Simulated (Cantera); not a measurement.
A closed system holds: 1 mol SiH4, 2.8 mol HCl, 330 mol H2, held at 75.0 Torr.

Points: T (K) = 848, 948, 1048, 1148, 1248, 1348, 1448, 1548, 1648, 1748.

Cantera's Mixture.equilibrate('TP', solver="vcs", rtol=1e-11, max_steps=5000) on the NASA tables stopped like this:

```
ERROR: FAILURE its = 5001!

*******************************************************************************
CanteraError thrown by MultiPhase::equilibrate:
VCS solver failed. Return code: -1
*******************************************************************************
```

Problem. What got this run through?

Solution. One answer among several that fit: The failure is numerical, not chemical. The same input converged with solver="gibbs", rtol=1e-10, max_steps=50000, and the result passed a check of the equilibrium conditions:
```
T = 848 K  P = 10000 Pa  gas = 334.1 mol
   x: H2 9.965e-01  HCL 1.443e-03  SiHCL3 1.022e-03  SiCL4 9.120e-04  SiH2CL2 1.003e-04  SiCL3 5.589e-06  SiCL2 2.472e-06  SiH3CL 2.337e-06
   condensed (mol): Si(cr) 0.317
T = 948 K  P = 10000 Pa  gas = 334.3 mol
   x: H2 9.949e-01  HCL 3.711e-03  SiHCL3 6.957e-04  SiCL4 5.762e-04  SiH2CL2 8.503e-05  SiCL2 2.107e-05  SiCL3 1.894e-05  SiH3CL 2.594e-06
   condensed (mol): Si(cr) 0.532
T = 1048 K  P = 10000 Pa  gas = 334.6 mol
   x: H2 9.929e-01  HCL 6.483e-03  SiHCL3 2.777e-04  SiCL4 1.773e-04  SiCL2 7.884e-05  SiH2CL2 4.949e-05  SiCL3 2.762e-05  SiH3CL 2.295e-06
   condensed (mol): Si(cr) 0.7948
T = 1148 K  P = 10000 Pa  gas = 334.8 mol
   x: H2 9.920e-01  HCL 7.755e-03  SiCL2 1.330e-04  SiHCL3 5.633e-05  SiCL4 2.195e-05  SiH2CL2 1.811e-05  SiCL3 1.626e-05  SiH3CL 1.568e-06
   condensed (mol): Si(cr) 0.9172
T = 1248 K  P = 10000 Pa  gas = 334.8 mol
   x: H2 9.918e-01  HCL 7.967e-03  SiCL2 1.606e-04  SiHCL3 1.025e-05  SiCL3 7.215e-06  SiH2CL2 6.107e-06  SiCL4 2.338e-06  H 1.471e-06  SiH3CL 1.009e-06
   condensed (mol): Si(cr) 0.9372
T = 1348 K  P = 10000 Pa  gas = 334.8 mol
   x: H2 9.918e-01  HCL 7.979e-03  SiCL2 1.801e-04  H 7.286e-06  SiCL3 3.392e-06  SiH2CL2 2.326e-06  SiHCL3 2.264e-06
   condensed (mol): Si(cr) 0.9366
T = 1448 K  P = 10000 Pa  gas = 334.8 mol
   x: H2 9.918e-01  HCL 7.960e-03  SiCL2 1.967e-04  H 2.903e-05  SiCL3 1.752e-06  SiH2CL2 1.008e-06
   condensed (mol): Si(cr) 0.9325
T = 1548 K  P = 10000 Pa  gas = 334.8 mol
   x: H2 9.918e-01  HCL 7.934e-03  SiCL2 2.112e-04  H 9.697e-05  SiH2 2.704e-06
   condensed (mol): Si(cr) 0.9273
T = 1648 K  P = 10000 Pa  gas = 334.8 mol
   x: H2 9.916e-01  HCL 7.908e-03  H 2.804e-04  SiCL2 2.240e-04  SiH2 8.404e-06  Si 2.576e-06  CL 1.754e-06  SiCL 1.498e-06  SiH 1.492e-06
   condensed (mol): Si(cr) 0.9199
T = 1748 K  P = 10000 Pa  gas = 334.9 mol
   x: H2 9.911e-01  HCL 7.927e-03  H 7.193e-04  SiCL2 2.113e-04  SiH2 2.034e-05  Si 1.455e-05  SiH 6.099e-06  CL 4.439e-06  SiCL 4.358e-06
   condensed (mol): Si(L) 0.9137
```

The gas is ideal and each condensed phase is pure. The tables' values for SiCl3 are old estimates; treat these amounts as uncertain. Gases not in the tables: Si2H6 and higher silanes.
